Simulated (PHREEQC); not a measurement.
Consider water at 35 °C with 0.0014 mol/kgw K2HPO4, 3.7e-05 mol/kgw H2SeO3 and 0.044 mol/kgw CsCl. Closed to the air; pH follows from the charge balance.

All values are PHREEQC results (ion-association model, wateq4f.dat), not measurements.

Each row changes one thing in this solution. No solid was allowed to form.

```tsv
case	pH	ionic strength (mol/kgw)	HPO4-2 (mol/kgw)	H2PO4- (mol/kgw)	SeO3-2 (mol/kgw)	HSeO3- (mol/kgw)
as made	8.27	0.0481	0.00134	6.11e-5	1.91e-5	1.79e-5
temperature from 35 to 90 °C	7.95	0.0481	0.00130	?	1.31e-5	2.39e-5
diluted 5-fold with water	8.29	0.00963	?	1.53e-5	3.38e-6	4.02e-6
temperature from 35 to 20 °C	8.33	0.0481	0.00134	5.92e-5	2.01e-5	1.68e-5
K2HPO4 from 0.0014 to 0.0021 mol/kgw	8.41	0.0502	0.00202	6.64e-5	2.21e-5	1.49e-5
K2HPO4 replaced by KH2PO4 at the same molality	4.51	0.0454	5.23e-6	0.00139	6.71e-9	3.65e-5
diluted 2-fold with water	8.30	0.0241	0.000666	3.27e-5	?	9.28e-6
CsCl left out	?	0.00415	0.00133	6.20e-5	1.89e-5	1.81e-5
```

Task: Fill in the missing entries.

Result: 
- temperature from 35 to 90 °C, H2PO4- (mol/kgw): 9.19e-5
- diluted 5-fold with water, HPO4-2 (mol/kgw): 0.000264
- diluted 2-fold with water, SeO3-2 (mol/kgw): 9.22e-6
- CsCl left out, pH: 8.43

H3PO4, which wateq4f.dat lacks, is added to it with the constant of phreeqc.dat. At this temperature some constants are extrapolated from 25 °C, and those without enthalpy data are left unchanged.
